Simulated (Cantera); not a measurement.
## SiCl4 + Cl2 + N2 (silicon epitaxy and polysilicon growth)

Feed: 1 mol SiCl4, 0.044 mol Cl2, 37 mol N2, held at 1 atm.

Method: chemical equilibrium by Gibbs-energy minimisation in Cantera with the NASA 1993 tables (ideal gas, pure condensed phases). Candidate condensed phases: Si, Si3N4; 13 gas species. The tables' values for SiCl3 are old estimates; treat these amounts as uncertain. Kinetics and transport are ignored.

```
T (K)  log p N2  log p SiCl4  log p Cl  log p Cl2
-----  --------  -----------  --------  ---------
1223      -0.01        -1.57     -3.71      -2.97
1273      -0.01        -1.57     -3.51      -2.99
1323      -0.01        -1.57     -3.33      -3.03
1373      -0.01        -1.57     -3.18      -3.08
1423      -0.01        -1.57     -3.04      -3.14
1473      -0.01        -1.58     -2.93      -3.23
1523      -0.01        -1.58     -2.83      -3.33
1573      -0.01        -1.58     -2.76      -3.45
1623      -0.01        -1.58     -2.69      -3.57
1673      -0.01        -1.58     -2.61      -3.67
1723      -0.01        -1.59     -2.53      -3.72
```
log p: log10 of the partial pressure in bar; nothing condenses.

From 1223 K to 1723 K nothing is condensed. The main Si-bearing gas is SiCl4 throughout.
